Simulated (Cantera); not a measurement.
Standard-state values (1 bar) from the NASA 1993 polynomials, evaluated with Cantera. Values are per mole of reaction as written; species without (g) are pure solids or liquids, kept so even where they would boil at 1 bar.

Q: Between 2523 and 2923 K, where is each reaction favourable under standard conditions?
- H2O2(g) + 4 NbO2 → 2 Nb2O5 + 2 H(g)

A: 
- H2O2(g) + 4 NbO2 → 2 Nb2O5 + 2 H(g): ΔG° is -243 kJ at 2523 K and -261 kJ at 2923 K; it stays negative (K > 1). ΔH° is -114 kJ and ΔS° 50 J/K at 2923 K.
